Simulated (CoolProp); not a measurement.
A simple Rankine cycle with n-heptane: condensing at 297.15 K, boiler at 0.375 MPa, turbine inlet 428.3 K, turbine efficiency 0.9, pump efficiency 0.7, no recuperator. Each further row changes one setting.

The numbers come from the reference Helmholtz-energy equation of state, Span 2003 in CoolProp. It is a short technical equation, of lower accuracy than the large ones.

```csv
case,thermal efficiency (%),net work (kJ/kg),heat in (kJ/kg),turbine exit temperature (K),volume ratio over the turbine
as stated,___,117,603,364.2,62.7
turbine inlet 448.3 K,___,___,651,384.7,61.8
condensing temperature 289.15 K,20.6,128,621,358.5,93.6
boiler pressure 0.262 MPa,17.9,109,609,371.0,___
turbine efficiency 0.8,___,___,603,370.9,63.9
```

Some entries are withheld; supply them.


- as stated, thermal efficiency (%): 19.4
- turbine inlet 448.3 K, thermal efficiency (%): 19.0
- turbine inlet 448.3 K, net work (kJ/kg): 124
- boiler pressure 0.262 MPa, volume ratio over the turbine: 42.6
- turbine efficiency 0.8, thermal efficiency (%): 17.2
- turbine efficiency 0.8, net work (kJ/kg): 104
